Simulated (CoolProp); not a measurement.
Vapour-liquid equilibrium of n-butane (1) + cis-2-butene (2) at 344.4 K; x and y are mole fractions of (1).

Computed with CoolProp (multi-fluid Helmholtz-energy mixture model, Bücker 2006 and Lemmon 2005; pair parameters Bell 2016).

| x | bubble pressure, mixture model (bar) | bubble pressure, Raoult's law (bar) | y, mixture model | y, Raoult's law |
|---|---|---|---|---|
| 0.05 | 7.681 | 7.649 | 0.057 | 0.054 |
| 0.15 | 7.801 | 7.721 | 0.165 | 0.162 |
| 0.25 | 7.903 | 7.792 | 0.269 | 0.267 |
| 0.35 | 7.990 | 7.863 | [?] | 0.371 |
| 0.45 | [?] | 7.934 | 0.467 | 0.472 |
| 0.55 | [?] | 8.005 | 0.565 | 0.572 |
| 0.65 | 8.183 | 8.077 | [?] | 0.670 |
| 0.75 | [?] | 8.148 | 0.758 | 0.766 |
| 0.85 | [?] | 8.219 | 0.855 | 0.861 |
| 0.95 | 8.309 | 8.290 | 0.952 | 0.954 |

Question: What belongs in the gaps?

Answer: 
- 0.35, y, mixture model: 0.369
- 0.45, bubble pressure, mixture model (bar): 8.064
- 0.55, bubble pressure, mixture model (bar): 8.128
- 0.65, y, mixture model: 0.661
- 0.75, bubble pressure, mixture model (bar): 8.230
- 0.85, bubble pressure, mixture model (bar): 8.272

The largest gap from Raoult's law is +1.6 % in bubble pressure, at x = 0.45. No azeotrope shows between x = 0.05 and 0.95.

The pair parameters rest on a limited set of measurements; away from them the model extrapolates.
